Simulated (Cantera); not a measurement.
Feed: 1 mol CF4, 3.8 mol H2, at 3123 K and 43.5 Torr.

These are equilibrium values from Cantera (NASA tables, ideal gas, pure condensed phases), not measurements of a reactor. Candidate condensed phases: C, C6H6, C7H8, C8H18; 95 gas species. Rates play no part.

Base state: HF 0.549, H 0.298, H2 0.0999, C3 0.0189, F 0.0126, C2H2 (acetylene) 0.00876, C2H 0.00531, C 0.00269 (mole fractions); condensed: C(graphite).

### Question
What changes in the equilibrium state with this change: H2 from 3.8 to 0.11 mol?

### Answer
| species | before | after |
|---|---|---|
| F | 0.0126 | 0.713 |
| CF | 0.00185 | 0.105 |
| CF2 | 3.08e-5 | 0.0989 |
| HF | 0.549 | 0.0586 |
| H | 0.298 | 0.000560 |
| H2 | 0.0999 | 3.53e-7 |
| C3 | 0.0189 | 0.0185 |
| C4H2 | 0.000320 | 1.10e-9 |
| C2H2 (acetylene) | 0.00876 | 3.04e-8 |
| CF3 | 1.89e-9 | 0.000344 |
| CF4 | <1e-9 | 3.68e-5 |
| C(graphite), mol | 0.305 | 0 |
